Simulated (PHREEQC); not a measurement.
Consider water at 20 °C with 0.092 mol FeCl3, 0.0004 mol CuCl2 and 0.21 mol HCl per kg of water. Closed to the air; pH follows from the charge balance.

All values are PHREEQC results (ion-association model, wateq4f.dat), not measurements.

No solid was allowed to form.

Predict the pH.

pH 0.79.

In which forms is Cl present?

Cl- 81 %, FeCl+2 11 %, FeCl2+ 8.4 % of the Cl.

The solution is supersaturated, for example in Hematite (slow to form), Goethite (slow to form), so a real one may precipitate; this is no full list.
